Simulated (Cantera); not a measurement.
Input (Python, Cantera) and output of one run.

```python
import numpy as np
import cantera as ct

gas_names = """
    H HO2 H2 H2O H2O2 O OH O2 O3 Ti TiO TiO2
""".split()
cond_names = """
    H2O(s) H2O(L) Ti(a) Ti(b) Ti(L) TiO(a) TiO(b) TiO(L) TiO2(ru) TiO2(L) Ti2O3(a) Ti2O3(b) Ti2O3(L)
    Ti3O5(a) Ti3O5(b) Ti3O5(L) Ti4O7(s) Ti4O7(L)
""".split()


def load(file, names, dense=False):
    # The tables refer to 1 bar. Condensed volumes are neglected.
    table = {s.name: s for s in ct.Species.list_from_file(file)}
    out = []
    for n in names:
        d = dict(table[n].input_data)
        d["thermo"] = dict(d["thermo"], **{"reference-pressure": 1e5})
        if dense:
            d["equation-of-state"] = {"model": "constant-volume", "density": "1e6 g/cm^3"}
        out.append(ct.Species.from_dict(d))
    return out


gas = ct.Solution(thermo="ideal-gas", species=load("nasa_gas.yaml", gas_names))
cond = {s.name: ct.Solution(thermo="fixed-stoichiometry", species=[s], name=s.name)
        for s in load("nasa_condensed.yaml", cond_names, dense=True)}
atoms = {
    'Ti': {'Ti': 1},
    'O2': {'O': 2},
    'H2': {'H': 2},
}
top_T = {}  # K; cautious upper limits of use, not melting points


def equilibrate(T, P, feed):
    n = {}
    for name, mol in feed.items():
        for a, k in atoms[name].items():
            n[a] = n.get(a, 0.0) + k * mol
    gas.TPX = T, P, n
    mass = sum(n.values()) * gas.mean_molecular_weight
    gas.equilibrate("TP")
    valid = [c for c in cond.values() if c.min_temp <= T <= top_T.get(c.name, c.max_temp)]
    mix = ct.Mixture([(gas, mass / gas.mean_molecular_weight)] + [(c, 0.0) for c in valid])
    mix.T, mix.P = T, P
    mix.equilibrate("TP", solver="vcs", rtol=1e-11, max_steps=5000)
    return mix


results = []
feed = {'Ti': 1, 'O2': 0.029, 'H2': 1.3}  # mol
P = 1333.22  # Pa
for T in [1125, 1175, 1225, 1275, 1325, 1375, 1425, 1475, 1525]:
    mix = equilibrate(T, P, feed)
    results.append((T, P, feed, dict(zip(mix.species_names, mix.species_moles))))

top = {s: max(r[3][s] / sum(r[3][g] for g in gas_names) for r in results) for s in gas_names}
cols = sorted((s for s in top if top[s] > 0.001), key=lambda s: -top[s])[:9]
seen = [c for c in cond_names if any(r[3].get(c, 0) > 1e-12 for r in results)]
print("log10 of partial pressures in bar; condensed amounts in mol")
print(f"{'T/K':>10s}" + "".join(f"{s[:9]:>10s}" for s in cols + seen))
for T, P, feed, n in results:
    ng = sum(n[g] for g in gas_names)
    print(f"{T:10.4g}" + "".join(f"{np.log10(max(n[s] / ng * P / 1e5, 1e-99)):10.3f}" for s in cols)
          + "".join(f"{n.get(c, 0):10.4g}" for c in seen))
```

Result:

```
log10 of partial pressures in bar; condensed amounts in mol
       T/K        H2     Ti(a)     Ti(b)    TiO(a)    TiO(b)
      1125    -1.875     0.942         0     0.058         0
      1175    -1.875         0     0.942     0.058         0
      1225    -1.875         0     0.942     0.058         0
      1275    -1.875         0     0.942         0     0.058
      1325    -1.875         0     0.942         0     0.058
      1375    -1.875         0     0.942         0     0.058
      1425    -1.875         0     0.942         0     0.058
      1475    -1.875         0     0.942         0     0.058
      1525    -1.875         0     0.942         0     0.058
```

Method: chemical equilibrium by Gibbs-energy minimisation in Cantera with the NASA 1993 tables (ideal gas, pure condensed phases). Mutual solubility and eutectic melting of coexisting phases are not modelled. TiO: taken at fixed stoichiometry. Condensed phases not in the tables: N, O or C dissolved in the metal.
